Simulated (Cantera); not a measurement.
What does this Cantera script print?

```python
import numpy as np
import cantera as ct

gas_names = """
    B BH BH2 BH3 BN BO BO2 B2 B2O B2O2 B2O3 B3O3H3 H HBO HBO2 HNO HNO2 HNO3 HO2 H2 H2O H2O2 H3B3O6 N NH
    NH2 NH3 NH2OH NO NO2 NO3 N2 N2H2 N2H4 N2O O OH O2 O3
""".split()
cond_names = """
    B(b) B(L) BN(s) B2O3(L) B3O3H3(cr) H2O(s) H2O(L)
""".split()


# ... load() reads the species with a 1 bar reference pressure and builds the phases ...
atoms = {
    'B2O3': {'B': 2, 'O': 3},
    'NH3': {'N': 1, 'H': 3},
}
top_T = {'BN(s)': 3200}  # K; cautious upper limits of use, not melting points


# ... equilibrate(T, P, feed) seeds the gas with the atoms and calls Mixture.equilibrate('TP', solver="vcs", rtol=1e-11, max_steps=5000) ...
results = []
feed = {'B2O3': 1, 'NH3': 10}  # mol
T = 1548  # K
for P in [10, 28, 77, 220, 600, 1700, 4600, 13000, 36000, 100000]:
    mix = equilibrate(T, P, feed)
    results.append((T, P, feed, dict(zip(mix.species_names, mix.species_moles))))

top = {s: max(r[3][s] / sum(r[3][g] for g in gas_names) for r in results) for s in gas_names}
cols = sorted((s for s in top if top[s] > 1e-05), key=lambda s: -top[s])[:5]
seen = [c for c in cond_names if any(r[3].get(c, 0) > 1e-12 for r in results)]
print("log10 of partial pressures in bar; condensed amounts in mol")
print(f"{'P/Pa':>10s}" + "".join(f"{s[:9]:>10s}" for s in cols + seen))
for T, P, feed, n in results:
    ng = sum(n[g] for g in gas_names)
    print(f"{P:10.4g}" + "".join(f"{np.log10(max(n[s] / ng * P / 1e5, 1e-99)):10.3f}" for s in cols)
          + "".join(f"{n.get(c, 0):10.4g}" for c in seen))
```

Output:

```
log10 of partial pressures in bar; condensed amounts in mol
      P/Pa        H2        N2      B2O3      HBO2       HBO     BN(s)   B2O3(L)
        10    -4.159    -4.624    -5.577    -5.691    -5.806         0         0
        28    -3.712    -4.177    -5.127    -5.247    -5.352         0         0
        77    -3.272    -3.737    -4.686    -4.809    -4.908         0         0
       220    -2.814    -3.280    -4.251    -4.367    -4.459         0   0.04251
       600    -2.363    -2.834    -4.251    -4.149    -4.225  0.008327    0.5631
      1700    -1.903    -2.377    -4.251    -3.843    -4.071   0.03207    0.7768
      4600    -1.468    -1.943    -4.251    -3.553    -3.925   0.03959    0.8673
   1.3e+04    -1.015    -1.491    -4.251    -3.251    -3.774   0.04405    0.9128
   3.6e+04    -0.572    -1.048    -4.251    -2.956    -3.627   0.04996    0.9344
     1e+05    -0.128    -0.605    -4.251    -2.660    -3.479   0.05997    0.9436
```

Equilibrium computed with Cantera from the NASA thermochemical tables; the gas is ideal and each condensed phase is pure. Mutual solubility and eutectic melting of coexisting phases are not modelled. Gases not in the tables: H3BO3.
